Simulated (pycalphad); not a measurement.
All values are pycalphad results on the COST 507 light-alloy database (1999) (1 atm), not direct measurements. The data set is of 1999 and partly superseded. Amounts are mole fractions of atoms.

Question: Give the equilibrium state of Cu-13.2Si (wt.%) at 1050 K.

Answer: 
```
T = 1050.00 K, P = 101325 Pa, N = 1 mol of atoms
G = -50520 J/mol, H = 22077 J/mol, S = 69.14 J/(mol K)  (SER reference)
chemical potentials (J/mol): Cu -56623, Si -32780
phase             fraction      x(Cu)      x(Si)
CU19SI6_ETA         0.9789     0.7600     0.2400
DIAMOND_A4          0.0211       none     1.0000
```

Question: Give the equilibrium state of Cu-13.2Si (wt.%) at 1090 K.

Answer: 
```
T = 1090.00 K, P = 101325 Pa, N = 1 mol of atoms
G = -53341 J/mol, H = 25607 J/mol, S = 72.43 J/(mol K)  (SER reference)
chemical potentials (J/mol): Cu -59179, Si -36373
phase             fraction      x(Cu)      x(Si)
CU19SI6_ETA         0.7125     0.7600     0.2400
LIQUID              0.2875     0.7043     0.2957
```

Database names, with the compositions (at.%) that they take in these runs: CU19SI6_ETA: Cu 76 Si 24. DIAMOND_A4 is diamond (Si). An entry "none" or "no" means that the model of the phase leaves that element out.
